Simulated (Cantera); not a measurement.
Input: 1 mol NH3, 0.086 mol H2O, a varied amount of N2, equilibrated at 1025 K and 165 Torr.

These are equilibrium values from Cantera (NASA tables, ideal gas, pure condensed phases), not measurements of a reactor. Candidate condensed phases: H2O; 24 gas species. Equilibrium is a limit: real reactors are often held back by kinetics, nucleation or transport.

x: gas mole fraction; nothing condenses.

| n(N2) (mol) | x N2 | x H2 | x H2O | x NH3 |
|---|---|---|---|---|
| 4.3 | 0.752 | 0.235 | 0.0135 | ___ |
| 5.2 | 0.782 | 0.206 | 0.0118 | ___ |
| 6.4 | 0.813 | 0.177 | 0.0101 | ___ |
| 7.8 | 0.840 | 0.152 | 0.00870 | ___ |
| 9.5 | 0.863 | 0.129 | 0.00742 | ___ |
| 12 | 0.887 | 0.106 | 0.00611 | ___ |
| 14 | 0.901 | 0.0932 | 0.00535 | ___ |
| 17 | 0.917 | 0.0786 | 0.00451 | ___ |
| 21 | 0.931 | 0.0650 | 0.00373 | ___ |
| 26 | 0.944 | 0.0534 | 0.00306 | ___ |
| 32 | 0.953 | 0.0440 | 0.00252 | ___ |
| 39 | 0.961 | 0.0365 | 0.00209 | ___ |

Question: Complete the blanks.

Answer: 
- 4.3, x NH3: 1.07e-5
- 5.2, x NH3: 9.00e-6
- 6.4, x NH3: 7.30e-6
- 7.8, x NH3: 5.90e-6
- 9.5, x NH3: 4.71e-6
- 12, x NH3: 3.57e-6
- 14, x NH3: 2.94e-6
- 17, x NH3: 2.30e-6
- 21, x NH3: 1.74e-6
- 26, x NH3: 1.31e-6
- 32, x NH3: 9.82e-7
- 39, x NH3: 7.45e-7
